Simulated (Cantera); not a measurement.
Input: 1 mol Fe2O3, 0.13 mol H2S, 0.069 mol CO2, 0.14 mol SO3, equilibrated at 16000 Pa.

These are equilibrium values from Cantera (NASA tables, ideal gas, pure condensed phases), not measurements of a reactor. Candidate condensed phases: C, C6H6, C7H8, C8H18, Fe, Fe(CO)5, FeO, Fe(OH)2, Fe(OH)3, FeS, FeSO4, FeS2, Fe2O3, Fe2(SO4)3, Fe3O4, H2O, H2SO4, S; 127 gas species. Rates play no part. All values below are at 625 °C.

Base state: SO2 0.576, H2O 0.277, CO2 0.147 (mole fractions); condensed: Fe2O3(s) + Fe3O4(s).

Task: What changes in the equilibrium state with this change: SO3 from 0.14 to 1.6 mol?

Result: 
```tsv
species	before	after
SO2	0.576	0.606
SO3	8.33e-7	0.160
H2O	0.277	0.147
CO2	0.147	0.0780
O2	<1e-9	0.00916
H2SO4	<1e-9	5.53e-5
Fe2O3(s), mol	0.250	0.649
Fe3O4(s), mol	0.500	0
Fe2(SO4)3(s), mol	0	0.351
```
